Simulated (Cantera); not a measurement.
## NO annealing gas

A perfectly stirred reactor is fed with 4.76 % NO, 95.2 % N2, at 110000 Pa; it is held at 1725 K, and followed from long to short residence time.

Detailed kinetics in Cantera: GRI-Mech 3.0 (53 species, 325 reactions).

```json
[
 {"τ (s)": "23", "x NO": "0.0371", "x N2": "0.958", "x NO2": "1.87e-5", "x O2": "0.00523", "x O": "4.19e-6"},
 {"τ (s)": "5.0", "x NO": "0.0447", "x N2": "0.954", "x NO2": "1.31e-5", "x O2": "0.00145", "x O": "2.45e-6"},
 {"τ (s)": "1.1", "x NO": "0.0469", "x N2": "0.953", "x NO2": "8.92e-6", "x O2": "0.000329", "x O": "1.60e-6"},
 {"τ (s)": "0.24", "x NO": "0.0475", "x N2": "0.952", "x NO2": "7.27e-6", "x O2": "6.87e-5", "x O": "1.30e-6"},
 {"τ (s)": "0.051", "x NO": "0.0476", "x N2": "0.952", "x NO2": "6.07e-6", "x O2": "1.15e-5", "x O": "1.09e-6"},
 {"τ (s)": "0.011", "x NO": "0.0476", "x N2": "0.952", "x NO2": "3.41e-6", "x O2": "8.83e-7", "x O": "6.37e-7"},
 {"τ (s)": "0.0024", "x NO": "0.0476", "x N2": "0.952", "x NO2": "7.82e-7", "x O2": "1.79e-8", "x O": "1.76e-7"},
 {"τ (s)": "0.00053", "x NO": "0.0476", "x N2": "0.952", "x NO2": "1.23e-7", "x O2": "5.57e-10", "x O": "4.99e-8"},
 {"τ (s)": "0.00012", "x NO": "0.0476", "x N2": "0.952", "x NO2": "1.62e-8", "x O2": "4.09e-11", "x O": "1.94e-8"}
]
```
x: mole fraction; the columns are a selection and need not sum to one.
